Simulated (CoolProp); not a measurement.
Ammonia at several states: density (kg/m³) from the reference equation and from simpler models built on Tc = 132.4 °C, pc = 11360 kPa, ω = 0.256; each cubic takes its own stable root.

Values from CoolProp's reference Helmholtz-energy equation of state, Gao 2020.

| T (°C) | p (kPa) | phase | reference | ideal gas | van der Waals | Redlich-Kwong | Soave-Redlich-Kwong | Peng-Robinson |
|---|---|---|---|---|---|---|---|---|
| 97.05 | 1950 | gas | 11.92 | 10.79 | 11.57 | 11.73 | 11.78 | 11.87 |
| -46.75 | 12.1 | gas | 0.1099 | 0.1095 | 0.1096 | 0.1097 | 0.1097 | 0.1097 |
| 405.65 | 5970 | gas | 18.48 | 18.01 | 18.76 | 18.64 | 18.30 | 18.48 |
| 162.05 | 21500 | supercritical | 321.9 | 101.2 | 233.0 | 257.3 | 240.5 | 260.7 |
